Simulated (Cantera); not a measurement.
An isothermal, constant-pressure homogeneous reactor starts with CH4 : N2 = 1 : 46 (molar parts), at 1450 K and 13300 Pa. Integrator tolerance rtol = 1e-08.

Cantera simulation using GRI-Mech 3.0 (53 species, 325 reactions); the numbers are that mechanism's predictions, not measurements. GRI-Mech 3.0 stops at C3 and has no aromatics, soot or wall deposition, so with more carbon than oxygen in the feed, carbon stays in small species such as C2H2 where larger ones or solid carbon would form.

Task: What does this change do: N2 46 to 18 parts?

Result: 
| quantity | before | after |
|---|---|---|
| x(CH4) at 80.0 s | 0.00138 (gas-phase equilibrium 4.20e-5) | 0.00323 (gas-phase equilibrium 0.000328) |
| x(CH2) at 80.0 s | 4.06e-10 (gas-phase equilibrium 1.43e-11) | 3.92e-10 (gas-phase equilibrium 4.67e-11) |
| x(C2H4) at 80.0 s | 1.90e-5 (gas-phase equilibrium 2.94e-6) | 0.000106 (gas-phase equilibrium 3.14e-5) |
| x(C2H) at 80.0 s | 1.83e-9 (gas-phase equilibrium 3.01e-10) | 2.82e-9 (gas-phase equilibrium 8.72e-10) |
| x(C2H6) at 80.0 s | 1.05e-7 (gas-phase equilibrium 1.56e-10) | 2.16e-7 (gas-phase equilibrium 3.99e-9) |
